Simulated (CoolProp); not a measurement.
p-xylene at 398.81 K and 0.0316 MPa flows at 0.67 m/s in a round tube of 1 mm bore and 45 µm roughness, fully developed (64/Re and Nu = 3.66 if laminar; Colebrook and Gnielinski if turbulent). Each further row changes one setting.

Computed with CoolProp (reference Helmholtz-energy equation of state, Zhou 2012).

```
case               Reynolds number  Darcy friction factor  pressure drop (Pa/m)  heat-transfer coefficient (W/(m² K))  mass flow (kg/h)
-----------------  ---------------  ---------------------  --------------------  ------------------------------------  ----------------
as stated                        ?                      ?                     ?                                  70.4                 ?
velocity 1.34 m/s              162                  0.396                     ?                                  70.4           0.00390
diameter 2 mm                  162                  0.396                  45.6                                     ?           0.00779
```

Problem. What belongs in the gaps?

Solution. 
- as stated, Reynolds number: 80.9
- as stated, Darcy friction factor: 0.791
- as stated, pressure drop (Pa/m): 183
- as stated, mass flow (kg/h): 0.00195
- velocity 1.34 m/s, pressure drop (Pa/m): 365
- diameter 2 mm, heat-transfer coefficient (W/(m² K)): 35.2

Viscosity comes from a separate model (Balogun 2015). Thermal conductivity comes from a separate model (Mylona 2014).
